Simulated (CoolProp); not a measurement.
Properties of methanol along the isobar 0.543 MPa (Tc = 513.4 K, pc = 8.216 MPa, ω = 0.565).

Model: reference Helmholtz-energy equation of state, de Reuck 1993, in CoolProp.

```csv
T (K),phase,Z,expansivity (1/kK),viscosity (µPa s),conductivity (mW/(m K))
503.2,gas,0.9769,2.202,16.4,39.5
517.8,gas,0.9796,2.106,…,41.5
532.4,gas,0.9819,2.021,17.4,…
547,gas,0.9837,1.945,17.9,45.6
561.6,gas,0.9853,1.876,18.4,…
576.2,gas,0.9865,1.814,19.0,49.9
590.8,gas,0.9875,1.757,…,52.1
605.4,gas,0.9884,1.704,20.0,54.3
620,gas,0.9890,1.655,20.4,…
```

Question: Complete the blanks.

Answer: 
- 517.8, viscosity (µPa s): 16.9
- 532.4, conductivity (mW/(m K)): 43.6
- 561.6, conductivity (mW/(m K)): 47.7
- 590.8, viscosity (µPa s): 19.5
- 620, conductivity (mW/(m K)): 56.5

Viscosity comes from a separate model (Xiang 2006). Thermal conductivity comes from a separate model (Sykioti 2013).
